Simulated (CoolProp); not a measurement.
Saturation properties of R365MFC (Tc = 460.0 K, pc = 32.66 bar, ω = 0.377).

Values from CoolProp's reference Helmholtz-energy equation of state, Lemmon 2016.

```
T (K)  p (bar)  vapour density (kg/m³)  enthalpy of vaporisation (kJ/kg)  liquid cp (kJ/(kg K))  surface tension (mN/m)
-----  -------  ----------------------  --------------------------------  ---------------------  ----------------------
267.4   0.1374                  0.9251                             208.7                  1.321                    18.6
270.4   0.1605                   1.070                             207.4                  1.326                    18.3
273.4   0.1868                   1.233                             206.2                  1.331                    17.9
276.3   0.2154                   1.410                             204.9                  1.336                    17.6
279.3   0.2488                   1.613                             203.6                  1.342                    17.2
282.2   0.2849                   1.832                             202.4                  1.347                    16.9
285.2   0.3266                   2.082                             201.1                  1.352                    16.6
288.1   0.3716                   2.349                             199.8                  1.358                    16.2
291.1   0.4232                   2.654                             198.5                  1.363                    15.9
294.1   0.4805                   2.990                             197.1                  1.369                    15.5
297     0.5417                   3.346                             195.8                  1.375                    15.2
300     0.6114                   3.749                             194.5                  1.380                    14.9
302.9   0.6855                   4.175                             193.1                  1.386                    14.6
305.9   0.7694                   4.654                             191.7                  1.392                    14.2
```

It boils at 313.3 K under 1 atm.

Surface tension comes from a separate correlation (Mulero 2012).
